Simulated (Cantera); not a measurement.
A perfectly stirred reactor is fed with NO : N₂ = 1 : 0.18 (molar parts), at 0.0260 bar; it is held at 2150 K, and followed from long to short residence time.

Cantera simulation using GRI-Mech 3.0 (53 species, 325 reactions); the numbers are that mechanism's predictions, not measurements. Radical loss at walls, strong at low pressure, is not modelled.

x: mole fraction; the columns are a selection and need not sum to one.

```csv
τ (s),x NO,x O₂,x N₂,x O,x N₂O,x NO₂
15,0.0803,0.378,0.534,0.00749,1.33e-6,2.37e-5
3.0,?,?,?,?,?,?
0.59,0.583,0.129,0.283,0.00466,8.67e-5,9.79e-5
0.12,0.799,0.0222,0.176,0.00250,0.000207,5.74e-5
0.022,0.841,0.00220,0.155,0.00125,0.000235,2.77e-5
0.0044,0.847,0.000107,0.153,0.000340,0.000149,8.42e-6
0.00086,0.847,3.24e-6,0.153,5.66e-5,4.50e-5,9.25e-7
0.00017,0.847,?,0.153,?,?,?
```

Some entries are withheld; supply them.


- 3.0, x NO: 0.233
- 3.0, x O₂: 0.303
- 3.0, x N₂: 0.458
- 3.0, x O: 0.00675
- 3.0, x N₂O: 1.14e-5
- 3.0, x NO₂: 6.12e-5
- 0.00017, x O₂: 1.16e-7
- 0.00017, x O: 1.04e-5
- 0.00017, x N₂O: 9.88e-6
- 0.00017, x NO₂: 5.62e-8
